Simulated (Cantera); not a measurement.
Charge: 1 mol Si, 9.3 mol HCl, 3.3 mol H₂, equilibrated at 1473.15 K and 70000 Pa.

Cantera equilibrium calculation (NASA polynomials, part measured and part estimated; ideal gas, pure solids and liquids). Candidate condensed phases: Si; 19 gas species. The tables' values for SiCl₃ are old estimates; treat these amounts as uncertain. The numbers say what is thermodynamically allowed, not how fast it happens.

Base state: HCl 0.479, H₂ 0.435, SiCl₄ 0.0637, SiCl₃ 0.0103, SiCl₂ 0.00572, SiHCl₃ 0.00544, SiH₂Cl₂ 7.29e-5 (mole fractions); condensed: gas only.

Q: What changes in the equilibrium state with this change: HCl from 9.3 to 1.7 mol?

A: 
| species | before | after |
|---|---|---|
| H₂ | 0.435 | 0.797 |
| HCl | 0.479 | 0.111 |
| SiCl₂ | 0.00572 | 0.0487 |
| SiCl₄ | 0.0637 | 0.0159 |
| SiHCl₃ | 0.00544 | 0.0107 |
| SiCl₃ | 0.0103 | 0.0151 |
| SiH₃Cl | 2.85e-7 | 3.51e-5 |
| SiH₂Cl₂ | 7.29e-5 | 0.00114 |
| H | 1.00e-5 | 1.35e-5 |
| Si(s), mol | 0 | 0.558 |
